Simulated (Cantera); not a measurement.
Input: 1 mol PbO, 0.89 mol CH₄, 0.77 mol H₂, held at 1150 K and 1.00 bar.

These are equilibrium values from Cantera (NASA tables, ideal gas, pure condensed phases), not measurements of a reactor. Candidate condensed phases: C, C₆H₆, C₇H₈, C₈H₁₈, H₂O, Pb, PbO, PbO₂, Pb₃O₄; 113 gas species. Kinetics and transport are ignored.

Base state: H₂ 0.712, CO 0.249, H₂O 0.0276, CO₂ 0.00813, CH₄ 0.00356, Pb 0.000290 (mole fractions); condensed: Pb(l).

Q: What changes in the equilibrium state with this change: 0.021 mol O₂ added?

A: 
```tsv
species	before	after
H₂	0.712	0.703
CO	0.249	0.247
H₂O	0.0276	0.0363
CO₂	0.00813	0.0107
Pb	0.000290	0.000290
CH₄	0.00356	0.00260
Pb(l), mol	0.999	0.999
```
